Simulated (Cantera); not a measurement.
Source: NASA polynomial tables (part measured, part estimated), evaluated in Cantera. Values are per mole of reaction as written; species without (g) are pure solids or liquids, kept so even where they would boil at 1 bar.

Task: Between 450 and 1200 K, where is each reaction favourable under standard conditions?
- O(g) + BaF2 ⇌ BaO + 2 F(g)

Result: 
- O(g) + BaF2 ⇌ BaO + 2 F(g): ΔG° is 511 kJ at 450 K and 415 kJ at 1200 K; it stays positive (K < 1). ΔH° is 559 kJ and ΔS° 120 J/K at 1200 K.
